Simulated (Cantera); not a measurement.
Feed: 1 mol SiH4, 9.2 mol N2, held at 21.0 mbar.

Method: chemical equilibrium by Gibbs-energy minimisation in Cantera with the NASA 1993 tables (ideal gas, pure condensed phases). Candidate condensed phases: Si, Si3N4; 18 gas species. N2 is the only nitrogen source here; it is nearly inert below about 1500 K, so the nitride shown seldom forms there in practice. Kinetics and transport are ignored. All values below are at 1448 K.

Base state: N2 0.810, H2 0.190, H 2.77e-5 (mole fractions); condensed: Si3N4(s).

### Question
What changes in the equilibrium state with this change: 0.25 mol CO2 added?

### Answer
```csv
species,before,after
N2,0.810,0.812
H2,0.190,0.186
CO,0,0.00116
HCN,0,0.000281
H,2.77e-5,2.75e-5
"Si3N4(s), mol",0.333,0
"C(graphite), mol",0,0.210
"SiC(s), mol",0,0.0249
"Si2N2O(s), mol",0,0.488
```
Mutual solubility and eutectic melting of coexisting phases are not modelled. Further candidate phases: C, C6H6, C7H8, C8H18, H2O, SiC, SiO2, Si2N2O.
